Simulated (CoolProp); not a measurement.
100 sccm (0 °C, 1 atm) of nitrogen bubbles through liquid methanol at 274.6 K and leaves saturated at a total pressure of 0.069 MPa (ideal gas phase). Each further row changes one setting.

Computed with CoolProp (reference Helmholtz-energy equation of state, de Reuck 1993).

```csv
case,vapour pressure (kPa),mole fraction of vapour,delivery (mg/min),delivery (sccm),change of delivery for a bath 1 K warmer (%)
as stated,4.44,0.0644,9.84,6.88,6.9
bath temperature 279.6 K,6.03,0.0874,13.7,9.58,6.8
total pressure 0.138 MPa,4.44,0.0322,4.76,3.33,6.6
```
